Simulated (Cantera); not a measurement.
Cantera run:

```python
import numpy as np
import cantera as ct

gas_names = """
    H HNO HNO2 HNO3 HO2 H2 H2O H2O2 N NH NH2 NH3 NH2OH NO NO2 NO3 N2 N2H2 N2H4 N2O O OH O2 O3 Si SiH
    SiH2 SiH3 SiH4 SiN SiO SiO2 Si2 Si2N Si3
""".split()
cond_names = """
    H2O(s) H2O(L) Si(cr) Si(L) SiO2(Lqz) SiO2(hqz) SiO2(L) Si2N2O(s) Si3N4(a)
""".split()


def load(file, names, dense=False):
    # The tables refer to 1 bar. Condensed volumes are neglected.
    table = {s.name: s for s in ct.Species.list_from_file(file)}
    out = []
    for n in names:
        d = dict(table[n].input_data)
        d["thermo"] = dict(d["thermo"], **{"reference-pressure": 1e5})
        if dense:
            d["equation-of-state"] = {"model": "constant-volume", "density": "1e6 g/cm^3"}
        out.append(ct.Species.from_dict(d))
    return out


gas = ct.Solution(thermo="ideal-gas", species=load("nasa_gas.yaml", gas_names))
cond = {s.name: ct.Solution(thermo="fixed-stoichiometry", species=[s], name=s.name)
        for s in load("nasa_condensed.yaml", cond_names, dense=True)}
atoms = {
    'Si3N4': {'Si': 3, 'N': 4},
    'N2O': {'N': 2, 'O': 1},
    'H2': {'H': 2},
}
top_T = {'Si2N2O(s)': 2100, 'Si3N4(a)': 2400}  # K; cautious upper limits of use, not melting points


def equilibrate(T, P, feed):
    n = {}
    for name, mol in feed.items():
        for a, k in atoms[name].items():
            n[a] = n.get(a, 0.0) + k * mol
    gas.TPX = T, P, n
    mass = sum(n.values()) * gas.mean_molecular_weight
    gas.equilibrate("TP")
    valid = [c for c in cond.values() if c.min_temp <= T <= top_T.get(c.name, c.max_temp)]
    mix = ct.Mixture([(gas, mass / gas.mean_molecular_weight)] + [(c, 0.0) for c in valid])
    mix.T, mix.P = T, P
    mix.equilibrate("TP", solver="vcs", rtol=1e-11, max_steps=5000)
    return mix


results = []
feed = {'Si3N4': 1, 'N2O': 0.023, 'H2': 6.5}  # mol
T = 1850  # K
P = 840  # Pa
mix = equilibrate(T, P, feed)
results.append((T, P, feed, dict(zip(mix.species_names, mix.species_moles))))
x = sorted(zip(gas.X, gas.species_names), reverse=True)
print(f"T = {T:g} K  P = {P:g} Pa  gas = {mix.phase_moles(0):.4g} mol")
print("   x: " + "  ".join(f"{s} {v:.3e}" for v, s in x if v > 1e-06))
print("   condensed (mol): " + ("  ".join(f"{mix.phase(i).name} {mix.phase_moles(i):.4g}"
      for i in range(1, mix.n_phases) if mix.phase_moles(i) > 1e-12) or "none"))
```

Result:

```
T = 1850 K  P = 840 Pa  gas = 8.575 mol
   x: H2 7.554e-01  N2 2.359e-01  H 5.109e-03  SiO 2.682e-03  Si 7.677e-04  SiH 6.063e-05  SiH2 3.185e-05  Si2N 1.997e-05  SiN 1.311e-05  Si2 5.371e-06  Si3 1.244e-06
   condensed (mol): Si(L) 2.969
```

Method: chemical equilibrium by Gibbs-energy minimisation in Cantera with the NASA 1993 tables (ideal gas, pure condensed phases). The tables' values for SiN are old estimates; treat these amounts as uncertain. Gases not in the tables: Si2H6 and higher silanes.
